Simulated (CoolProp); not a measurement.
Vapour-liquid equilibrium of CH2F2 (R32) (1) + R125 (2) at 0.862 MPa; x and y are mole fractions of (1).

The numbers come from the multi-fluid Helmholtz-energy mixture model, Tillner-Roth 1997 and Lemmon 2005; pair parameters Lemmon 2004 in CoolProp.

```csv
x,"bubble temperature, mixture model (K)","bubble temperature, Raoult's law (K)","y, mixture model","y, Raoult's law"
0.05,280.7,281.0,0.063,0.060
0.2,279.1,279.9,0.241,0.233
0.35,277.6,278.9,0.400,0.396
0.5,276.5,278.0,0.543,0.549
0.65,275.7,277.0,0.678,0.693
0.8,275.2,276.1,0.811,0.829
0.95,275.0,275.3,0.950,0.958
```

The largest gap from Raoult's law is -1.5 K in bubble temperature, at x = 0.5. y crosses x between x = 0.8 and 0.95: the model has an azeotrope there.

Pair parameters are fitted to limited data, so mixtures are less certain than the pure fluids.
